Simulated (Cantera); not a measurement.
A perfectly stirred reactor is fed with C2H6 : N2 = 1 : 4.9 (molar parts), at 0.133 bar; it is held at 1200 K, and followed from long to short residence time.

Detailed kinetics in Cantera: GRI-Mech 3.0 (53 species, 325 reactions). GRI-Mech 3.0 stops at C3 and has no aromatics, soot or wall deposition, so with more carbon than oxygen in the feed, carbon stays in small species such as C2H2 where larger ones or solid carbon would form.

Task: Predict: x(C2H6) at τ = 1.80 s; x(CH3) at τ = 1.80 s; x(C2H6) at τ = 7.00 ms; x(CH3) at τ = 7.00 ms; x(CH2) at τ = 7.00 ms.

Result: 
| Quantity | Result |
|---|---|
| x(C2H6) at τ = 1.80 s | 0.00422 |
| x(CH3) at τ = 1.80 s | 1.51e-5 |
| x(C2H6) at τ = 7.00 ms | 0.148 |
| x(CH3) at τ = 7.00 ms | 7.39e-5 |
| x(CH2) at τ = 7.00 ms | 1.71e-9 |
